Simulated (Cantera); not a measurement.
A closed system holds: 1 mol MgCO3, 1.9 mol C, 8.3 mol H2, held at 898.15 K and 0.133 bar.

Cantera equilibrium calculation (NASA polynomials, part measured and part estimated; ideal gas, pure solids and liquids). Candidate condensed phases: C, C6H6, C7H8, C8H18, H2O, Mg, MgCO3, MgO, Mg(OH)2; 116 gas species. Kinetics and transport are ignored.

Task: What is the equilibrium state?

Result: 
- x(H2) = 0.780
- x(CO) = 0.141
- x(H2O) = 0.0370
- x(CH4) = 0.0259
- x(CO2) = 0.0156
- n(C(graphite)) = 1.15 mol
- n(MgO(s)) = 1.00 mol
- gas amount = 9.550 mol
- log10 activity of MgCO3(s) (absent) = -4.82
- log10 activity of Mg(s) (absent) = -16.50
